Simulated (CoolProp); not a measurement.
Vapour-liquid equilibrium of m-xylene (1) + n-nonane (2) at 203.75 °C; x and y are mole fractions of (1).

Model: multi-fluid Helmholtz-energy mixture model, Zhou 2012 and Lemmon 2006; pair parameters Bell 2016, in CoolProp.

Question: Give the bubble pressure and the first vapour's composition at x = 0.05, 0.35, 0.8. Is there an azeotrope?

Answer: x = 0.05: 0.3534 MPa, y = 0.072; x = 0.35: 0.4009 MPa, y = 0.416; x = 0.8: 0.4374 MPa, y = 0.812. No azeotrope shows between x = 0.05 and 0.95.

The pair parameters rest on a limited set of measurements; away from them the model extrapolates.
